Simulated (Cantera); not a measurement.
A closed system holds: 1 mol SiO2, 440 mol H2, 16 mol N2, equilibrated at 0.0280 bar.

Cantera equilibrium calculation (NASA polynomials, part measured and part estimated; ideal gas, pure solids and liquids). Candidate condensed phases: H2O, Si, SiO2, Si2N2O, Si3N4; 35 gas species. N2 is the only nitrogen source here; it is nearly inert below about 1500 K, so the nitride shown seldom forms there in practice. Mutual solubility and eutectic melting of coexisting phases are not modelled. The tables hold silica as quartz up to 1696 K and as liquid above; real silica turns to tridymite and cristobalite and melts near 1996 K. The numbers say what is thermodynamically allowed, not how fast it happens.

### Question
Which condensed phases are stable at each of these points (T (°C)): 327, 527, 727, 927, 1127, 1327, 1527, 1727, 1927?

### Answer
```tsv
T (°C)	condensed phases	Si condensed (%)
327	SiO2(α-quartz) + Si2N2O(s)	100.0
527	SiO2(α-quartz) + Si2N2O(s)	100.0
727	SiO2(β-quartz) + Si2N2O(s)	100.0
927	SiO2(β-quartz) + Si2N2O(s)	100.0
1127	SiO2(β-quartz) + Si2N2O(s)	97.9
1327	SiO2(β-quartz)	57.1
1527	gas only	0.0
1727	gas only	0.0
1927	gas only	0.0
```

From 327 °C to 527 °C the condensed part is SiO2(α-quartz) + Si2N2O(s). From 727 °C to 1127 °C the condensed part is SiO2(β-quartz) + Si2N2O(s). At 1327 °C the condensed part is SiO2(β-quartz). From 1527 °C to 1927 °C nothing is condensed.
